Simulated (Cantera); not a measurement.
Input: 1 mol Al(CH₃)₃, 12 mol NH₃, 23 mol H₂, held at 7000 Pa.

These are equilibrium values from Cantera (NASA tables, ideal gas, pure condensed phases), not measurements of a reactor. Candidate condensed phases: Al, AlN, C, C₆H₆, C₇H₈, C₈H₁₈; 97 gas species. The feed counts by its element totals alone. Kinetics and transport are ignored.

**Question.** At 1725 K, list the 6 most abundant gas species with their mole fractions, and the condensed phases.

**Answer.** H₂ 0.891, N₂ 0.107, HCN 0.00129, H 0.000662, C₂H₂ (acetylene) 8.21e-5, CH₄ 5.55e-5. Condensed: AlN(s) + C(graphite).
